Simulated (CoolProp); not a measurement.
Vapour-liquid equilibrium of propane (1) + n-perfluorobutane (2) at 324.4 K; x and y are mole fractions of (1).

The numbers come from the multi-fluid Helmholtz-energy mixture model, Lemmon 2009 and Gao 2022; pair parameters Bell 2016 in CoolProp.

**Question.** Give the bubble pressure and the first vapour's composition at x = 0.15, 0.25, 0.55. Is there an azeotrope?

**Answer.** x = 0.15: 9.689 bar, y = 0.422; x = 0.25: 11.72 bar, y = 0.540; x = 0.55: 15.55 bar, y = 0.717. y crosses x between x = 0.85 and 0.95: the model has an azeotrope there.

Pair parameters are fitted to limited data, so mixtures are less certain than the pure fluids.
